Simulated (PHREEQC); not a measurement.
Solution (15 °C): 0.002 mol NaHS and 0.2 mol Na2CO3 per kg of water. Closed to the air; pH follows from the charge balance.

All values are PHREEQC results (ion-association model, phreeqc.dat), not measurements.

Precipitation was switched off in this run.

Estimate the pH, density.

pH 11.59; density 1.021 g/cm³.

In which forms is C present?

CO3-2 54 %, NaCO3- 45 %, HCO3- 1.3 % of the C.

The database's pK near 12.9 for HS-/S-2 is now thought far too low, so its S-2 is overstated.
